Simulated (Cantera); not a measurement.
Charge: 1 mol MgO, 1.2 mol H₂, held at 2775 K and 25.0 Pa.

Method: chemical equilibrium by Gibbs-energy minimisation in Cantera with the NASA 1993 tables (ideal gas, pure condensed phases). Candidate condensed phases: H₂O, Mg, MgO, Mg(OH)₂; 15 gas species. Kinetics and transport are ignored.

Base state: H 0.526, Mg 0.233, O 0.215, H₂ 0.0123, OH 0.00799, O₂ 0.00477, H₂O 0.000682, MgO 0.000362 (mole fractions); condensed: gas only.

Question: What changes in the equilibrium state with this change: pressure from 25.0 Pa to 3.00 bar?

Answer: 
```tsv
species	before	after
H₂	0.0123	0.751
H₂O	0.000682	0.101
Mg	0.233	0.0997
H	0.526	0.0375
O	0.215	4.36e-5
Mg(OH)₂	<1e-9	0.000333
O₂	0.00477	2.36e-6
MgOH	5.37e-6	0.00479
MgH	8.98e-6	0.00329
OH	0.00799	0.00139
MgO(s), mol	0	0.851
```
The tables' values for MgH are old estimates; treat these amounts as uncertain.
